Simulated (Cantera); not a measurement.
Feed: 1 mol MgO, 0.012 mol C, a varied amount of H₂, equilibrated at 2073 K and 460000 Pa.

Method: chemical equilibrium by Gibbs-energy minimisation in Cantera with the NASA 1993 tables (ideal gas, pure condensed phases). Candidate condensed phases: C, C₆H₆, C₇H₈, C₈H₁₈, H₂O, Mg, MgCO₃, MgO, Mg(OH)₂; 116 gas species. The tables' values for MgH are old estimates; treat these amounts as uncertain. The numbers say what is thermodynamically allowed, not how fast it happens.

log p: log10 of the partial pressure in bar; n: condensed amount in mol.

```
n(H₂) (mol)  log p H₂  log p CO  log p Mg  log p H₂O  log p H  n MgO(s)
-----------  --------  --------  --------  ---------  -------  --------
0.55             0.64     -1.02     -1.02      -2.71    -2.26     0.988
0.71             0.65     -1.12     -1.13      -2.61    -2.26     0.988
0.92             0.65     -1.23     -1.23      -2.51    -2.25     0.987
1.2              0.65     -1.35     -1.32      -2.40    -2.25     0.987
1.5              0.65     -1.44     -1.40      -2.32    -2.25     0.986
2                0.66     -1.57     -1.49      -2.23    -2.25     0.985
2.5              0.66     -1.66     -1.56      -2.17    -2.25     0.984
3.3              0.66         ?     -1.62          ?    -2.25     0.982
4.2              0.66     -1.89     -1.67      -2.05    -2.25     0.980
5.4              0.66         ?     -1.71      -2.01    -2.25     0.976
7                0.66     -2.11     -1.75      -1.97    -2.25     0.972
9                0.66     -2.22     -1.77      -1.95    -2.25     0.966
```

What belongs in the gaps?


- 3.3, log p CO: -1.78
- 3.3, log p H₂O: -2.10
- 5.4, log p CO: -1.99
